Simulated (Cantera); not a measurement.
Mixture: CO : H2 : O2 : N2 = 1 : 0.9 : 2.32 : 8.71 (molar parts), equivalence ratio 0.41, at 7500 Torr, adiabatic and at constant volume. Ignition delay is the time to a rise of 400 K.

Cantera simulation using GRI-Mech 3.0 (53 species, 325 reactions); the numbers are that mechanism's predictions, not measurements. The hydrogen kinetics of GRI-Mech 3.0 are dated; newer H2 mechanisms differ, most at raised pressure. Below about 950 K walls govern HO2 and H2O2 in real vessels.

Q: What does this change do: constant pressure in place of constant volume?

A: 
```json
[
 {"quantity": "delay at 925 K", "before": "51.3 ms", "after": "58.8 ms"},
 {"quantity": "delay at 1125 K", "before": "0.336 ms", "after": "0.364 ms"},
 {"quantity": "delay at 1325 K", "before": "6.01 µs", "after": "6.52 µs"},
 {"quantity": "delay at 1525 K", "before": "2.31 µs", "after": "2.71 µs"}
]
```
Where the delays flatten at high temperature, the 400 K rule measures the pace of heat release, not the induction time.

Q: What does this change do: CO 1 to 0.41 parts?

A: 
```
quantity           before     after
---------------  --------  --------
delay at 925 K    51.3 ms   80.2 ms
delay at 1125 K  0.336 ms  0.535 ms
delay at 1325 K   6.01 µs   5.99 µs
delay at 1525 K   2.31 µs   2.29 µs
```
Where the delays flatten at high temperature, the 400 K rule measures the pace of heat release, not the induction time.
